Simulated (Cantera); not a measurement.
A perfectly stirred reactor is fed with C₃H₈ : H₂ = 1 : 3.5 (molar parts), at 0.100 bar; it is held at 1175 K, and followed from long to short residence time.

Detailed kinetics in Cantera: GRI-Mech 3.0 (53 species, 325 reactions). GRI-Mech 3.0 was tuned for natural gas; its chemistry of propane as a main component is partial and can be far from experiment. GRI-Mech 3.0 stops at C3 and has no aromatics, soot or wall deposition, so with more carbon than oxygen in the feed, carbon stays in small species such as C2H2 where larger ones or solid carbon would form.

x: mole fraction; the columns are a selection and need not sum to one.

```
τ (s)    x C₃H₈   x H₂   x C₂H₆      x H     x CH₃    x C₂H₂
------  -------  -----  -------  -------  --------  --------
6.6     0.00129  0.645  0.00146  4.01e-6   2.38e-5    0.0577
2.3     0.00276  0.645  0.00169  5.48e-6   3.35e-5    0.0469
0.81    0.00595  0.646  0.00194  7.29e-6   4.85e-5    0.0331
0.29        ___  0.649      ___      ___       ___       ___
0.10     0.0301  0.659  0.00256  1.06e-5  0.000115   0.00885
0.035       ___  0.683      ___  1.05e-5       ___       ___
0.012     0.131  0.722  0.00244  9.48e-6  0.000253  0.000577
0.0044    0.180  0.752  0.00133  8.59e-6  0.000289   9.29e-5
```

Q: Some entries are withheld; supply them.

A: 
- 0.29, x C₃H₈: 0.0130
- 0.29, x C₂H₆: 0.00222
- 0.29, x H: 9.21e-6
- 0.29, x CH₃: 7.25e-5
- 0.29, x C₂H₂: 0.0196
- 0.035, x C₃H₈: 0.0690
- 0.035, x C₂H₆: 0.00288
- 0.035, x CH₃: 0.000181
- 0.035, x C₂H₂: 0.00284
